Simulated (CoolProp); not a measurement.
C2F6 (R116) at 293.15 K and 0.839 MPa flows at 6 m/s in a round tube of 4.6 mm bore and 45 µm roughness, fully developed (64/Re and Nu = 3.66 if laminar; Colebrook and Gnielinski if turbulent). Each further row changes one setting.

The numbers come from the reference Helmholtz-energy equation of state, Lemmon 2006 in CoolProp. It is a short technical equation, of lower accuracy than the large ones.

| case | Reynolds number | Darcy friction factor | pressure drop (Pa/m) | heat-transfer coefficient (W/(m² K)) | mass flow (kg/h) |
|---|---|---|---|---|---|
| as stated | 104000 | 0.0382 | 7880 | 1420 | 18.9 |
| velocity 12 m/s | 209000 | 0.0379 | 31300 | 2830 | 37.8 |
| diameter 9.2 mm | 209000 | 0.0306 | 3160 | 1120 | 75.7 |

Viscosity comes from a separate model (Huber 2003), an estimate that may be off by 10 % or more. Thermal conductivity comes from a separate model (Huber 2003), an estimate that may be off by 10 % or more.
